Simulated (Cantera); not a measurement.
Charge: 1 mol B2O3, 3.5 mol O2, 27 mol H2, equilibrated at 28.0 Pa.

Equilibrium computed with Cantera from the NASA thermochemical tables; the gas is ideal and each condensed phase is pure. Candidate condensed phases: B, B2O3, B3O3H3, H2O; 23 gas species. The numbers say what is thermodynamically allowed, not how fast it happens.

Problem. Which condensed phases are stable at each of these points (T (K)): 1100, 1175, 1250, 1325, 1400, 1475, 1550, 1625, 1700, 1775, 1850, 1925?

Solution. 
| T (K) | condensed phases | B condensed (%) |
|---|---|---|
| 1100 | B2O3(l) | 92.7 |
| 1175 | B2O3(l) | 76.4 |
| 1250 | B2O3(l) | 34.3 |
| 1325 | gas only | 0.0 |
| 1400 | gas only | 0.0 |
| 1475 | gas only | 0.0 |
| 1550 | gas only | 0.0 |
| 1625 | gas only | 0.0 |
| 1700 | gas only | 0.0 |
| 1775 | gas only | 0.0 |
| 1850 | gas only | 0.0 |
| 1925 | gas only | 0.0 |

From 1100 K to 1250 K the condensed part is B2O3(l). From 1325 K to 1925 K nothing is condensed.
